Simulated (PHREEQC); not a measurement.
# Sulfide liquor

A solution holds 0.51 mmol/kgw H2S, 2.2 mmol/kgw HCl and 0.48 mmol/kgw FeCl2, at 25 °C. It is in equilibrium with CO2 at log p = 0 (atm). Otherwise closed; pH follows from the charge balance.

Computed with PHREEQC (ion-association model, wateq4f.dat).

Precipitation was switched off in this run.

Task: What pH does the model give?

Result: pH 2.68.

The polysulfide entries of wateq4f.dat were taken out for this run.
